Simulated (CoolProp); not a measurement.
Values from CoolProp's reference Helmholtz-energy equation of state, McLinden 2015.

### Question
For the fluoroketone C6F12O (FK-5-1-12), give the phase and the cp (kJ/(kg K)), speed of sound (m/s), isothermal compressibility (1/MPa), expansivity (1/kK) at 83.15 °C and 45.9 bar; 126.55 °C and 7.9 bar; -77.75 °C and 3.1 bar.

### Answer
- 83.15 °C and 45.9 bar: liquid; cp 1.14, speed of sound 382, isothermal compressibility 0.00581, expansivity 2.23
- 126.55 °C and 7.9 bar: gas; cp 1.09, speed of sound 75.0, isothermal compressibility 1.94, expansivity 7.96
- -77.75 °C and 3.1 bar: liquid; cp 1.12, speed of sound 843, isothermal compressibility 0.000932, expansivity 1.43
